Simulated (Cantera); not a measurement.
Feed: 1 mol Cu, 2.8 mol CO2, a varied amount of H2, at 1375 °C and 690 Pa.

These are equilibrium values from Cantera (NASA tables, ideal gas, pure condensed phases), not measurements of a reactor. Candidate condensed phases: C, C6H6, C7H8, C8H18, Cu, CuO, Cu(OH)2, Cu2O, H2O; 113 gas species. Kinetics and transport are ignored.

Q: What share of the Cu ends up in condensed phases as a function of n(H2) (mol), at 32, 40, 51, 64, 81, 100, 130, 160?

A: 
| n(H2) (mol) | Cu condensed (%) | as |
|---|---|---|
| 32 | 59.6 | Cu(l) |
| 40 | 50.3 | Cu(l) |
| 51 | 37.6 | Cu(l) |
| 64 | 22.5 | Cu(l) |
| 81 | 2.7 | Cu(l) |
| 100 | 0.0 | - |
| 130 | 0.0 | - |
| 160 | 0.0 | - |
